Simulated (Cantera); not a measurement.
**Adiabatic ignition**

An adiabatic, constant-pressure homogeneous reactor starts with 10.4 % CH4, 18.8 % O2, 70.8 % N2, equivalence ratio 1.1, at 1350 K and 10.0 bar.

Detailed kinetics in Cantera: GRI-Mech 3.0 (53 species, 325 reactions).

| t (s) | T (K) | x CH4 | x O2 | x CO2 | x C2H6 | x H2 | x C2H |
|---|---|---|---|---|---|---|---|
| 9.00e-6 | 1350 | 0.104 | 0.188 | 6.56e-12 | 3.05e-9 | 5.33e-8 | <1e-12 |
| 2.10e-5 | 1350 | 0.104 | 0.188 | 1.41e-10 | 6.40e-8 | 2.70e-7 | <1e-12 |
| 4.90e-5 | 1350 | 0.103 | 0.188 | 3.61e-9 | 1.70e-6 | 2.00e-6 | <1e-12 |
| 0.000114 | 1350 | 0.103 | 0.188 | 4.98e-8 | 2.34e-5 | 1.32e-5 | <1e-12 |
| 0.000266 | 1352 | 0.103 | 0.188 | 3.46e-7 | 0.000125 | 6.87e-5 | <1e-12 |
| 0.000621 | 1369 | 0.0996 | 0.186 | 8.49e-6 | 0.000738 | 0.000642 | <1e-12 |
| 0.00145 | 2842 | <1e-12 | 0.00629 | 0.0579 | <1e-12 | 0.0178 | <1e-12 |
| 0.00338 | 2841 | <1e-12 | 0.00620 | 0.0578 | <1e-12 | 0.0179 | <1e-12 |
| 0.00788 | 2841 | <1e-12 | 0.00620 | 0.0578 | <1e-12 | 0.0179 | <1e-12 |
| 0.0184 | 2841 | <1e-12 | 0.00620 | 0.0578 | <1e-12 | 0.0179 | <1e-12 |
| 0.0429 | 2841 | <1e-12 | 0.00620 | 0.0578 | <1e-12 | 0.0179 | <1e-12 |
| 0.100 | 2841 | <1e-12 | 0.00620 | 0.0578 | <1e-12 | 0.0179 | <1e-12 |
x: mole fraction; the columns are a selection and need not sum to one.

The time of steepest temperature rise is 0.892 ms. The temperature at 0.100 s is 2841 K and the equilibrium temperature is 2841 K. The x(CH4) at 0.100 s comes out as <1e-12 (gas-phase equilibrium <1e-12). The x(O2) at 0.100 s is 0.00620 (gas-phase equilibrium 0.00620) and the x(CO2) at 0.100 s is 0.0578 (gas-phase equilibrium 0.0578).
